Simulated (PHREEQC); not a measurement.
A column of 1 m (30 cells, dispersivity 0.035 m, 60 s a shift, diffusion coefficient 3e-10 m²/s) holds 0.00029 eq of the database's cation exchanger X per kg of pore water, first in equilibrium with 0.1 mol CaCl2 and 1e-05 mol HCl per kg of water. It is flushed with 0.00034 mol/kgw (NH4)2SO4 and 1e-05 mol/kgw HCl, at 15 °C. Values are for the last cell. The system is closed to CO2. Nothing may precipitate in this run.

All values are PHREEQC results (ion-association model, phreeqc.dat), not measurements.

```tsv
pore volumes	NH4 in solution (mol/kgw)	S in solution (mol/kgw)	Cl in solution (mol/kgw)	Ca in solution (mol/kgw)	NH4X on the exchanger (mol/kgw)
0	0	0	0.200	0.100	0
0.2167	0	0	0.200	0.100	0
0.4167	2.62e-7	1.35e-7	0.200	0.1000	[?]
0.6167	2.83e-5	1.44e-5	0.192	0.0958	4.56e-8
0.8167	0.000176	8.93e-5	0.147	0.0737	3.24e-7
0.9167	0.000283	0.000144	0.116	0.0578	[?]
1.117	0.000474	0.000241	0.0582	0.0291	1.39e-6
1.317	0.000582	0.000299	0.0240	0.0120	2.65e-6
1.517	0.000622	0.000325	0.00862	0.00432	4.73e-6
1.717	0.000626	0.000335	0.00282	0.00143	8.25e-6
1.917	0.000617	0.000339	[?]	0.000457	1.43e-5
2.117	0.000610	0.000340	0.000258	0.000159	2.36e-5
2.217	[?]	0.000340	0.000141	0.000101	2.92e-5
2.417	0.000615	0.000340	4.62e-5	5.05e-5	4.08e-5
2.617	0.000625	0.000340	1.97e-5	3.22e-5	5.09e-5
2.817	0.000635	0.000340	1.26e-5	2.38e-5	5.91e-5
3.017	0.000643	0.000340	1.07e-5	1.91e-5	6.58e-5
```

Question: Complete the blanks.

Answer: 
- 0.4167, NH4X on the exchanger (mol/kgw): 4.13e-10
- 0.9167, NH4X on the exchanger (mol/kgw): 5.88e-7
- 1.917, Cl in solution (mol/kgw): 0.000864
- 2.217, NH4 in solution (mol/kgw): 0.000609
